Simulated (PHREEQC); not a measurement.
A PHREEQC input (ion-association model, phreeqc.dat):

```
SOLUTION 1
  temp 328.15
  units mg/kgw
  pH 6.88
  pe 10.9
  Na 1460
  K 93.6
  Ca 405
  Mg 10
  Cl 3060
  S(6) 31.5 as SO4
  Alkalinity 68 as HCO3
  Ba 2.75
END
USE solution 1
EQUILIBRIUM_PHASES 1
  Gypsum 0 0
  CO2(g) -2 10
END
```

It stops with these messages:

```
WARNING: Maximum iterations exceeded, 100
WARNING: Maximum iterations exceeded, 100
WARNING: The program has failed to converge to a numerical solution.
ERROR:           Alkalinity has not converged. Total: 1.114405e-03	Calculated: -4.373864e-06	Residual: 1.118779e-03
ERROR: Is non-carbonate alkalinity greater than total alkalinity?
ERROR:                   Ba has not converged. Total: 2.002330e-05	Calculated: 2.138090e-05	Residual: -1.357596e-06
ERROR:                   Ca has not converged. Total: 1.010479e-02	Calculated: 9.663209e-03	Residual: 4.415814e-04
ERROR:                   Cl has not converged. Total: 8.631145e-02	Calculated: 8.722066e-02	Residual: -9.092098e-04
ERROR:                    K has not converged. Total: 2.393739e-03	Calculated: 2.370211e-03	Residual: 2.352816e-05
ERROR:                   Mg has not converged. Total: 4.113195e-04	Calculated: 1.045238e-04	Residual: 3.067957e-04
ERROR:                   Na has not converged. Total: 6.350642e-02	Calculated: 8.104765e-02	Residual: -1.754123e-02
ERROR:                 S(6) has not converged. Total: 3.279064e-04	Calculated: 3.271965e-04	Residual: 7.098633e-07
ERROR:               A(H2O) Activity of water has not converged. 	Residual: 1.600307e+01
ERROR: Model failed to converge for initial solution  1.
```

**Question.** Why does the run stop?

**Answer.** The fault: the temperature typed in kelvin. The line should read `temp 55` where the input has `temp 328.15`. With the mend the run ends at pH 6.93 and ionic strength 0.0979 mol/kgw.
